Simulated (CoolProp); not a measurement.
CH2F2 (R32) along the isotherm 382.3 K: density (kg/m³) from the reference equation and from simpler models built on Tc = 351.3 K, pc = 5783 kPa, ω = 0.277; each cubic takes its own stable root.

Values from CoolProp's reference Helmholtz-energy equation of state, Tillner-Roth 1997.

| p (kPa) | phase | reference | ideal gas | van der Waals | Soave-Redlich-Kwong | Peng-Robinson |
|---|---|---|---|---|---|---|
| 27.4 | gas | 0.4491 | 0.4485 | 0.4490 | 0.4490 | 0.4491 |
| 42.7 | gas | 0.7003 | 0.6989 | 0.7001 | 0.7002 | 0.7004 |
| 66.5 | gas | 1.092 | 1.088 | 1.091 | 1.092 | 1.092 |
| 104 | gas | 1.711 | 1.702 | 1.710 | 1.710 | 1.711 |
| 161 | gas | 2.656 | 2.635 | 2.653 | 2.654 | 2.656 |
| 251 | gas | 4.160 | 4.108 | 4.152 | 4.154 | 4.160 |
| 391 | gas | 6.527 | 6.399 | 6.507 | 6.512 | 6.528 |
| 609 | gas | 10.28 | 9.967 | 10.23 | 10.24 | 10.28 |
| 948 | gas | 16.30 | 15.52 | 16.18 | 16.20 | 16.30 |
| 1480 | gas | 26.21 | 24.22 | 25.91 | 25.97 | 26.21 |
| 2300 | gas | 42.77 | 37.64 | 42.03 | 42.13 | 42.76 |
| 3580 | gas | 72.60 | 58.59 | 70.80 | 70.75 | 72.47 |
| 5570 | gas | 134.0 | 91.16 | 130.9 | 127.6 | 132.7 |
| 8670 | supercritical | 322.4 | 141.9 | 334.1 | 276.6 | 293.7 |
